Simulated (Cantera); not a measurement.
A freely propagating, adiabatic, planar premixed flame of 9.88 % CO, 0.800 % H2, 5.04 % CH4, 17.7 % O2, 66.6 % N2, equivalence ratio 0.87, unburnt at 375 K and 0.132 atm; mixture-averaged transport, grid criteria slope 0.08 and curve 0.16, no radiation.

Model: GRI-Mech 3.0 (53 species, 325 reactions), integrated in Cantera. Burning velocities carry a grid error of a few per cent, more on coarse grids.

x: mole fraction of selected species; z is measured from the peak of heat release.

```
z (mm)  T (K)  u (m/s)    x CO     x H2     x CH4    x HCO  x NO2      x OH
------  -----  -------  ------  -------  --------  -------  -----  --------
-7.80     375    0.996  0.0988  0.00805    0.0504    <1e-8  <1e-8     <1e-8
-5.20     375    0.997  0.0988  0.00822    0.0504    <1e-8  <1e-8     <1e-8
-3.90     375    0.997  0.0987  0.00855    0.0504    <1e-8  <1e-8     <1e-8
-2.60     380     1.01  0.0986  0.00975    0.0502    <1e-8  <1e-8   3.93e-7
-1.30     [?]     1.49  0.0969   0.0139    0.0456  7.12e-8  <1e-8  0.000157
-0.650    [?]     2.40  0.0991   0.0170    0.0316  2.85e-6  <1e-8  0.000347
0         [?]     3.55   0.103   0.0173   0.00871  3.84e-5  <1e-8   0.00233
0.650    1486     4.02  0.0904   0.0121  0.000639  1.07e-5  <1e-8   0.00475
1.30     1537     4.13  0.0742  0.00941   2.33e-5  5.84e-7  <1e-8   0.00577
2.60     1594     4.24  0.0548  0.00934   4.78e-8  3.91e-8  <1e-8   0.00675
5.20     1662     4.39  0.0433  0.00972     <1e-8  2.63e-8  <1e-8   0.00756
10.4     1742     4.57  0.0404  0.00905     <1e-8  1.88e-8  <1e-8   0.00810
20.8     1836     4.79  0.0376  0.00778     <1e-8  1.17e-8  <1e-8   0.00835
```

Q: What belongs in the gaps?

A: 
- -1.30, T (K): 555
- -0.650, T (K): 890
- 0, T (K): 1309
